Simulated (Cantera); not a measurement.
Feed: 1 mol Si, 1.1 mol CO2, 81 mol N2, at 1277 °C and 4.60 Pa.

Equilibrium computed with Cantera from the NASA thermochemical tables; the gas is ideal and each condensed phase is pure. Candidate condensed phases: C, Si, SiC, SiO2, Si2N2O, Si3N4; 34 gas species. The tables hold silica as quartz up to 1696 K and as liquid above; real silica turns to tridymite and cristobalite and melts near 1996 K. Equilibrium is a limit: real reactors are often held back by kinetics, nucleation or transport.

Base state: N2 0.976, CO 0.0132, SiO 0.0109, CO2 6.52e-5 (mole fractions); condensed: SiO2(β-quartz).

**Question.** What changes in the equilibrium state with this change: Si replaced by Si3N4?

**Answer.** 
```csv
species,before,after
N2,0.976,0.974
SiO,0.0109,0.0238
CO,0.0132,0.00199
Si,<1e-9,0.000449
CO2,6.52e-5,<1e-9
"SiO2(β-quartz), mol",0.0946,0
"SiC(s), mol",0,0.930
```

**Question.** What changes in the equilibrium state with this change: temperature from 1277 °C to 1800 °C?

**Answer.** 
| species | before | after |
|---|---|---|
| N2 | 0.976 | 0.974 |
| CO | 0.0132 | 0.0130 |
| SiO | 0.0109 | 0.0120 |
| O | 8.50e-9 | 0.000850 |
| O2 | <1e-9 | 2.51e-5 |
| NO | 2.77e-8 | 0.000113 |
| CO2 | 6.52e-5 | 0.000186 |
| SiO2(β-quartz), mol | 0.0946 | 0 |
